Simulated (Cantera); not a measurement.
A Cantera script and its output.

```python
import numpy as np
import cantera as ct

surf = ct.Interface("diamond.yaml", "diamond_100")
gas, bulk = surf.adjacent["gas"], surf.adjacent["diamond"]
k = surf.kinetics_species_index(bulk.species_names[0])
cover = ["c6HH", "c6H*", "c6*H", "c6**", "c6HM", "c6B"]

rows, drift = [], 0.0
print(f"{'xCH3':>10s}{'um/h':>11s}" + "".join(f"{s:>11s}" for s in cover))
for v in [1e-06, 2.2e-06, 5e-06, 1.1e-05, 2.5e-05, 5.5e-05, 0.00012, 0.00027, 0.00061]:
    T, P, xH, xCH3 = 1000, 26000, 0.00035, v
    gas.TPX = T, P, {"H": xH, "CH3": xCH3, "CH4": 0.003, "H2": 1 - xH - xCH3 - 0.003}
    surf.TP = bulk.TP = T, P
    surf.coverages = "c6H*:0.1, c6HH:0.9"
    surf.advance_coverages(100.0)
    before = surf.coverages
    surf.advance_coverages(100.0)
    drift = max(drift, np.max(np.abs(surf.coverages - before) / (surf.coverages + 1e-9)))
    rate = surf.net_production_rates[k] * bulk.mean_molecular_weight / bulk.density * 3.6e9
    rows.append([rate, *surf[cover].coverages])
    print(f"{v:10.4g}{rate:11.4e}" + "".join(f"{x:11.3e}" for x in rows[-1][1:]))
```

Output:

```
      xCH3       um/h       c6HH       c6H*       c6*H       c6**       c6HM        c6B
     1e-06 1.1474e-01  6.065e-01  1.789e-02  3.660e-01  7.843e-03  1.299e-03  3.114e-10
   2.2e-06 2.5183e-01  6.052e-01  1.785e-02  3.652e-01  7.820e-03  2.851e-03  6.834e-10
     5e-06 5.6917e-01  6.023e-01  1.776e-02  3.633e-01  7.768e-03  6.443e-03  1.544e-09
   1.1e-05 1.2375e+00  5.961e-01  1.757e-02  3.594e-01  7.658e-03  1.401e-02  3.358e-09
   2.5e-05 2.7374e+00  5.822e-01  1.715e-02  3.507e-01  7.412e-03  3.099e-02  7.428e-09
   5.5e-05 5.6973e+00  5.548e-01  1.630e-02  3.335e-01  6.929e-03  6.452e-02  1.546e-08
   0.00012 1.1132e+01  5.044e-01  1.476e-02  3.019e-01  6.049e-03  1.261e-01  3.021e-08
   0.00027 2.0203e+01  4.202e-01  1.217e-02  2.490e-01  4.612e-03  2.292e-01  5.482e-08
   0.00061 3.1830e+01  3.118e-01  8.846e-03  1.809e-01  2.862e-03  3.619e-01  8.637e-08
```

Cantera simulation using the Harris–Goodwin 1993 mechanism for the reconstructed diamond (100) surface; the numbers are that mechanism's predictions, not measurements.
